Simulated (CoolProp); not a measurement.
Tetradecamethylhexasiloxane (MD4M) along the isobar 964 kPa: density (kg/m³) from the reference equation and from simpler models built on Tc = 380.0 °C, pc = 828.6 kPa, ω = 0.800; each cubic takes its own stable root.

Values from CoolProp's reference Helmholtz-energy equation of state, Thol 2019.

```csv
T (°C),phase,reference
62.45,liquid,851.9
71.15,liquid,843.6
79.95,liquid,835.1
88.65,liquid,826.7
97.45,liquid,818.2
106.15,liquid,809.7
114.95,liquid,801.1
123.75,liquid,792.5
132.45,liquid,783.9
141.25,liquid,775.1
149.95,liquid,766.4
158.75,liquid,757.4
167.45,liquid,748.5
176.25,liquid,739.4
184.95,liquid,730.3
```

How far does each simpler model (van der Waals, Redlich-Kwong, Soave-Redlich-Kwong, Peng-Robinson) lie from the reference over these 15 states: mean and median of the absolute difference, and the worst?


- van der Waals: mean 44.4 %, median 44.5 %, worst -45.6 % at 62.45 °C and 964 kPa
- Redlich-Kwong: mean 19.3 %, median 19.2 %, worst -20.0 % at 62.45 °C and 964 kPa
- Soave-Redlich-Kwong: mean 12.5 %, median 12.3 %, worst -14.7 % at 62.45 °C and 964 kPa
- Peng-Robinson: mean 1.8 %, median 1.6 %, worst -4.4 % at 62.45 °C and 964 kPa
